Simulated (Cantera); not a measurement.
Charge: 1 mol CsCl, 2.1 mol N₂, equilibrated at 1425 K and 0.200 bar.

These are equilibrium values from Cantera (NASA tables, ideal gas, pure condensed phases), not measurements of a reactor. Candidate condensed phases: Cs, CsCl; 8 gas species. Kinetics and transport are ignored.

Base state: N₂ 0.693, CsCl 0.284, Cs₂Cl₂ 0.0230 (mole fractions); condensed: gas only.

Question: What changes in the equilibrium state with this change: N₂ from 2.1 to 21 mol?

Answer: 
| species | before | after |
|---|---|---|
| N₂ | 0.693 | 0.955 |
| CsCl | 0.284 | 0.0444 |
| Cs₂Cl₂ | 0.0230 | 0.000561 |
